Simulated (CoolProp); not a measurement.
Vapour pressure (MPa) of isopentane: the reference equation beside estimates from Tc = 460.3 K, pc = 3.378 MPa, ω = 0.227. Clausius-Clapeyron is anchored at 336.7 K with a constant enthalpy of vaporisation of 22.59 kJ/mol.

Model: reference Helmholtz-energy equation of state, Lemmon 2006, in CoolProp. It is a short technical equation, of lower accuracy than the large ones.

```tsv
T (K)	reference	Lee-Kesler	Clausius-Clapeyron	van der Waals	Redlich-Kwong	Soave-Redlich-Kwong	Peng-Robinson
306.8	0.1234	0.1227	0.1370	0.5246	0.1924	0.1228	0.1231
316.7	0.1692	0.1690	0.1807	0.6194	0.2547	0.1689	0.1687
326.7	0.2279	0.2282	0.2349	0.7261	0.3313	0.2281	0.2270
336.7	0.3008	0.3019	0.3008	0.8440	0.4233	0.3019	0.2996
346.7	0.3901	0.3922	0.3796	0.9736	0.5320	0.3926	0.3888
356.7	0.4981	0.5011	0.4729	1.115	0.6590	0.5025	0.4969
366.7	0.6269	0.6309	0.5821	1.270	0.8057	0.6338	0.6261
376.7	0.7789	0.7838	0.7087	1.437	0.9736	0.7891	0.7791
386.7	0.9568	0.9622	0.8540	1.617	1.164	0.9709	0.9584
396.7	1.163	1.169	1.019	1.811	1.378	1.182	1.167
406.7	1.401	1.406	1.207	2.018	1.617	1.424	1.407
416.7	1.673	1.678	1.416	2.240	1.883	1.701	1.683
426.7	1.983	1.989	1.650	2.476	2.176	2.014	1.996
436.7	2.335	2.341	1.909	2.726	2.497	2.368	2.352
446.7	2.736	2.742	2.195	2.992	2.849	2.764	2.752
```

Absolute difference from the reference over all 15 rows, mean and median: Lee-Kesler 0.4 and 0.4 %, Clausius-Clapeyron 10.1 and 10.7 %, van der Waals 113.6 and 84.5 %, Redlich-Kwong 26.9 and 25.0 %, Soave-Redlich-Kwong 1.0 and 1.1 %, Peng-Robinson 0.4 and 0.3 %.
